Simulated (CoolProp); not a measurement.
Vapour-liquid equilibrium of propane (1) + isohexane (2) at 0.248 MPa; x and y are mole fractions of (1).

Model: multi-fluid Helmholtz-energy mixture model, Lemmon 2009 and Lemmon 2006; pair parameters Bell 2016, in CoolProp.

| x | bubble temperature, mixture model (°C) | bubble temperature, Raoult's law (°C) | y, mixture model | y, Raoult's law |
|---|---|---|---|---|
| 0.05 | 72.2 | 68.2 | 0.417 | 0.503 |
| 0.125 | 49.5 | 45.5 | 0.730 | 0.782 |
| 0.2 | 33.4 | 30.7 | 0.859 | 0.885 |
| 0.275 | 21.9 | 20.2 | 0.918 | 0.933 |
| 0.35 | 13.3 | 12.3 | 0.949 | 0.958 |
| 0.425 | 6.7 | 6.0 | 0.966 | 0.972 |
| 0.5 | 1.3 | 0.8 | 0.977 | 0.981 |
| 0.575 | -3.1 | -3.5 | 0.984 | 0.987 |
| 0.65 | -6.9 | -7.2 | 0.989 | 0.991 |
| 0.725 | -10.2 | -10.5 | 0.993 | 0.994 |
| 0.8 | -13.1 | -13.3 | 0.995 | 0.996 |
| 0.875 | -15.7 | -15.9 | 0.997 | 0.998 |
| 0.95 | -18.1 | -18.2 | 0.999 | 0.999 |

The largest gap from Raoult's law is +4.0 K in bubble temperature, at x = 0.125. No azeotrope shows between x = 0.05 and 0.95.

The pair parameters rest on a limited set of measurements; away from them the model extrapolates.
